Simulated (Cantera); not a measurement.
A closed system holds: 1 mol Fe₃O₄, 35 mol H₂, held at 4130 Torr.

Equilibrium computed with Cantera from the NASA thermochemical tables; the gas is ideal and each condensed phase is pure. Candidate condensed phases: Fe, FeO, Fe(OH)₂, Fe(OH)₃, Fe₂O₃, Fe₃O₄, H₂O; 12 gas species. Rates play no part.

x: gas mole fraction; n: condensed amount in mol.

| T (K) | x H₂ | x H₂O | x H | x Fe | n Fe(γ) | n Fe(δ) | n Fe(l) |
|---|---|---|---|---|---|---|---|
| 1450 | 0.886 | 0.114 | 3.80e-6 | 9.07e-9 | 3.00 | 0 | 0 |
| 1500 | 0.886 | 0.114 | (withheld) | (withheld) | 3.00 | 0 | 0 |
| 1550 | 0.886 | 0.114 | 1.26e-5 | 7.62e-8 | 3.00 | 0 | 0 |
| 1600 | 0.886 | 0.114 | 2.18e-5 | 1.99e-7 | 3.00 | 0 | 0 |
| 1650 | 0.886 | 0.114 | 3.65e-5 | 4.91e-7 | 3.00 | 0 | 0 |
| 1700 | 0.886 | 0.114 | (withheld) | (withheld) | 0 | 3.00 | 0 |
| 1750 | 0.886 | 0.114 | 9.33e-5 | 2.53e-6 | 0 | 3.00 | 0 |
| 1800 | 0.886 | 0.114 | 0.000144 | 5.36e-6 | 0 | 3.00 | 0 |
| 1850 | 0.886 | 0.114 | 0.000216 | 1.06e-5 | 0 | 0 | 3.00 |
| 1900 | 0.885 | 0.114 | 0.000318 | 2.03e-5 | 0 | 0 | 3.00 |

Q: What belongs in the gaps?

A: 
- 1500, x H: 7.06e-6
- 1500, x Fe: 2.73e-8
- 1700, x H: 5.91e-5
- 1700, x Fe: 1.14e-6
